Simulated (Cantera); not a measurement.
# CaCO3 + CO2 + H2O (calcination and drying)

Input: 1 mol CaCO3, 0.15 mol CO2, 0.15 mol H2O, equilibrated at 1.30 mbar.

Cantera equilibrium calculation (NASA polynomials, part measured and part estimated; ideal gas, pure solids and liquids). Candidate condensed phases: C, C6H6, C7H8, C8H18, Ca, CaCO3, CaO, Ca(OH)2, H2O; 115 gas species. Equilibrium is a limit: real reactors are often held back by kinetics, nucleation or transport.

```json
[
 {"T (K)": "823", "x CO2": "0.500", "x H2O": "0.500", "x CO": "5.18e-9", "x O2": "1.17e-8", "x OH": "3.12e-10", "x H2": "1.87e-8", "x O": "<1e-12", "x H": "<1e-12", "n CaCO3(calcite)": "1.00", "n CaO(s)": "0"},
 {"T (K)": "923", "x CO2": "0.885", "x H2O": "0.115", "x CO": "2.30e-7", "x O2": "1.45e-7", "x OH": "3.67e-9", "x H2": "6.13e-8", "x O": "<1e-12", "x H": "1.68e-12", "n CaCO3(calcite)": "0", "n CaO(s)": "1.00"},
 {"T (K)": "1023", "x CO2": "0.885", "x H2O": "0.115", "x CO": "2.61e-6", "x O2": "1.51e-6", "x OH": "5.23e-8", "x H2": "4.45e-7", "x O": "1.06e-11", "x H": "7.66e-11", "n CaCO3(calcite)": "0", "n CaO(s)": "1.00"},
 {"T (K)": "1123", "x CO2": "0.885", "x H2O": "0.115", "x CO": "1.90e-5", "x O2": "1.05e-5", "x OH": "4.66e-7", "x H2": "2.27e-6", "x O": "3.96e-10", "x H": "1.78e-9", "n CaCO3(calcite)": "0", "n CaO(s)": "1.00"},
 {"T (K)": "1223", "x CO2": "0.884", "x H2O": "0.115", "x CO": "9.95e-5", "x O2": "5.35e-5", "x OH": "2.91e-6", "x H2": "8.89e-6", "x O": "8.19e-9", "x H": "2.49e-8", "n CaCO3(calcite)": "0", "n CaO(s)": "1.00"},
 {"T (K)": "1323", "x CO2": "0.884", "x H2O": "0.115", "x CO": "0.000404", "x O2": "0.000213", "x OH": "1.38e-5", "x H2": "2.84e-5", "x O": "1.08e-7", "x H": "2.34e-7", "n CaCO3(calcite)": "0", "n CaO(s)": "1.00"},
 {"T (K)": "1423", "x CO2": "0.883", "x H2O": "0.115", "x CO": "0.00134", "x O2": "0.000697", "x OH": "5.24e-5", "x H2": "7.74e-5", "x O": "9.86e-7", "x H": "1.62e-6", "n CaCO3(calcite)": "0", "n CaO(s)": "1.00"},
 {"T (K)": "1523", "x CO2": "0.879", "x H2O": "0.115", "x CO": "0.00380", "x O2": "0.00195", "x OH": "0.000167", "x H2": "0.000185", "x O": "6.75e-6", "x H": "8.72e-6", "n CaCO3(calcite)": "0", "n CaO(s)": "1.00"},
 {"T (K)": "1623", "x CO2": "0.871", "x H2O": "0.114", "x CO": "0.00939", "x O2": "0.00477", "x OH": "0.000460", "x H2": "0.000397", "x O": "3.64e-5", "x H": "3.82e-5", "n CaCO3(calcite)": "0", "n CaO(s)": "1.00"},
 {"T (K)": "1723", "x CO2": "0.854", "x H2O": "0.113", "x CO": "0.0207", "x O2": "0.0104", "x OH": "0.00112", "x H2": "0.000779", "x O": "0.000161", "x H": "0.000141", "n CaCO3(calcite)": "0", "n CaO(s)": "1.000"}
]
```
x: gas mole fraction; n: condensed amount in mol.

At 823 K the condensed part is CaCO3(calcite). From 923 K to 1723 K the condensed part is CaO(s).
